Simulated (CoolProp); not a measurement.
A Linde-Hampson liquefier for methane: isothermal reversible compression at 250 K from 1 atm to 30 MPa, throttling to 1 atm, return gas leaving the recuperator 0 K below the feed. Each further row changes one setting.

Computed with CoolProp (reference Helmholtz-energy equation of state, Setzmann 1991).

```
case                        liquid yield per pass  compression work (kJ/kg of gas)
--------------------------  ---------------------  -------------------------------
as stated                                   0.353                              653
high pressure 60 MPa                            ?                              751
warm-end temperature 280 K                      ?                                ?
warm-end gap 5 K                                ?                              653
```

### Question
Complete the blanks.

### Answer

- high pressure 60 MPa, liquid yield per pass: 0.338
- warm-end temperature 280 K, liquid yield per pass: 0.277
- warm-end temperature 280 K, compression work (kJ/kg of gas): 763
- warm-end gap 5 K, liquid yield per pass: 0.344
